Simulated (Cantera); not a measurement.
What does this Cantera script print?

```python
import numpy as np
import cantera as ct

gas = ct.Solution("gri30.yaml")
gas.TPX = 425, 16000, {'CH4': 1, 'O2': 1.82, 'N2': 6.84, 'H2O': 2.2}
flame = ct.FreeFlame(gas, width=0.14)
flame.set_refine_criteria(ratio=3, slope=0.08, curve=0.16)
flame.transport_model = "mixture-averaged"
flame.solve(loglevel=0, auto=True)
z, T = flame.grid, flame.T
thick = (T[-1] - T[0]) / np.gradient(T, z).max()
show = ['CH4', 'O2', 'H2O', 'HCN', 'CO', 'O']
print(f"laminar burning velocity  {flame.velocity[0] * 100:.3f} cm/s")
print(f"burnt temperature         {T[-1]:.1f} K")
print(f"thermal thickness         {thick * 1e3:.4f} mm")
print(f"grid points               {len(z)}")
z0 = z[flame.heat_release_rate.argmax()]
print(f"{'z/mm':>9s}{'T/K':>9s}{'u/(m/s)':>9s}" + "".join(f"{s:>11s}" for s in show))
rows = []
for k in (-3, -2, -1.5, -1, -0.5, -0.25, 0, 0.25, 0.5, 1, 2, 4, 8):
    zz = z0 + k * thick
    rows.append([k * thick, np.interp(zz, z, T), np.interp(zz, z, flame.velocity),
                 *(np.interp(zz, z, flame.X[gas.species_index(s)]) for s in show)])
    print(f"{rows[-1][0] * 1e3:9.3f}{rows[-1][1]:9.1f}{rows[-1][2]:9.3f}" + "".join(f"{x:11.3e}" for x in rows[-1][3:]))
```

Result:

```
laminar burning velocity  56.134 cm/s
burnt temperature         1932.2 K
thermal thickness         2.8195 mm
grid points               150
     z/mm      T/K  u/(m/s)        CH4         O2        H2O        HCN         CO          O
   -8.459    425.1    0.562  8.421e-02  1.533e-01  1.853e-01  6.128e-12  1.334e-06  3.393e-11
   -5.639    426.3    0.565  8.392e-02  1.529e-01  1.850e-01  1.613e-10  2.258e-05  5.596e-10
   -4.229    432.1    0.574  8.328e-02  1.521e-01  1.851e-01  1.251e-09  1.272e-04  3.177e-09
   -2.820    487.7    0.653  7.955e-02  1.480e-01  1.899e-01  2.299e-08  1.312e-03  6.575e-08
   -1.410    860.7    1.171  5.688e-02  1.196e-01  2.234e-01  3.694e-07  1.231e-02  7.694e-06
   -0.705   1218.6    1.673  3.178e-02  8.489e-02  2.571e-01  9.754e-07  2.678e-02  7.334e-05
    0.000   1537.6    2.125  7.856e-03  4.440e-02  2.905e-01  1.984e-06  4.094e-02  4.624e-04
    0.705   1664.3    2.297  5.962e-04  2.097e-02  3.063e-01  1.933e-06  3.876e-02  1.368e-03
    1.410   1695.0    2.330  2.246e-05  1.316e-02  3.093e-01  1.026e-06  3.051e-02  1.787e-03
    2.820   1723.1    2.356  3.775e-08  9.629e-03  3.090e-01  2.388e-07  2.240e-02  1.743e-03
    5.639   1757.1    2.395  3.006e-12  7.996e-03  3.105e-01  1.906e-08  1.925e-02  1.466e-03
   11.278   1799.9    2.446  2.312e-16  6.367e-03  3.147e-01  3.029e-10  1.848e-02  1.090e-03
   22.556   1847.0    2.502  1.494e-16  4.512e-03  3.197e-01  1.226e-12  1.771e-02  6.982e-04
```

Cantera simulation using GRI-Mech 3.0 (53 species, 325 reactions); the numbers are that mechanism's predictions, not measurements. Burning velocities carry a grid error of a few per cent, more on coarse grids.
